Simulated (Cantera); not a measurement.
Feed: 1 mol HMDSO, 0.23 mol O3, at 998.15 K and 0.100 bar.

Equilibrium computed with Cantera from the NASA thermochemical tables; the gas is ideal and each condensed phase is pure. The feed counts by its element totals alone. The numbers say what is thermodynamically allowed, not how fast it happens.

```csv
species,before,after
H2O,4.71e-8,0.302
H2,0.990,0.298
CO2,<1e-9,0.238
CO,1.17e-6,0.162
CH4,0.00955,5.63e-6
"C(graphite), mol",4.76,0
"SiC(s), mol",1.16,0
"SiO2(β-quartz), mol",0.845,2.00
```
Gas species are given as mole fractions.

Question: Name the change that produced these shifts.
(A) temperature from 998.15 K to 1448.15 K
(B) O3 from 0.23 to 5.7 mol
(C) temperature from 998.15 K to 1548.15 K
(D) temperature from 998.15 K to 1600 K

Answer: B, O3 from 0.23 to 5.7 mol
